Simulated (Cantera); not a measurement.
A freely propagating, adiabatic, planar premixed flame of H₂ : O₂ : N₂ = 1 : 0.455 : 1.32 (molar parts), equivalence ratio 1.1, unburnt at 598 K and 0.200 bar; mixture-averaged transport, grid criteria slope 0.08 and curve 0.16, no radiation.

Cantera simulation using the H2/O2 subset of GRI-Mech 3.0, which has no nitrogen chemistry; the numbers are that mechanism's predictions, not measurements. Burning velocities carry a grid error of a few per cent, more on coarse grids.

x: mole fraction of selected species; z is measured from the peak of heat release.

```
z (mm)  T (K)  u (m/s)    x H₂    x O₂         x O      x H₂O₂       x HO₂         x H
------  -----  -------  ------  ------  ----------  ----------  ----------  ----------
-10.2     598     7.72   0.360   0.164       <1e-8       <1e-8       <1e-8       <1e-8
-6.83     598     7.72   0.360   0.164       <1e-8       <1e-8       <1e-8       <1e-8
-5.12     598     7.72   0.360   0.164       <1e-8       <1e-8       <1e-8       <1e-8
-3.41     598     7.72   0.360   0.164       <1e-8       <1e-8  (withheld)  (withheld)
-1.71     604     7.79   0.359   0.164  (withheld)  (withheld)  (withheld)  (withheld)
-0.853    728     9.29   0.337   0.161    0.000273     1.55e-6     5.80e-5     0.00940
0        1154     14.2   0.183   0.108     0.00914     1.22e-6     2.44e-5      0.0784
0.853    1457     17.7  0.0737  0.0403      0.0180     1.19e-6     8.46e-6       0.113
1.71     1587     19.2  0.0684  0.0321      0.0186     8.19e-7     5.86e-6       0.103
3.41     1739     20.8  0.0717  0.0288      0.0176     4.58e-7     4.40e-6      0.0875
6.83     1911     22.5  0.0738  0.0252      0.0156     2.36e-7     3.21e-6      0.0705
13.7     2093     24.3  0.0737  0.0212      0.0128     1.30e-7     2.33e-6      0.0539
27.3     2271     26.0  0.0712  0.0173     0.00972     8.84e-8     1.87e-6      0.0393
```

Question: Some entries are withheld; supply them.

Answer: 
- -3.41, x HO₂: 2.82e-7
- -3.41, x H: 1.24e-7
- -1.71, x O: 6.38e-6
- -1.71, x H₂O₂: 5.59e-7
- -1.71, x HO₂: 7.68e-5
- -1.71, x H: 0.000270
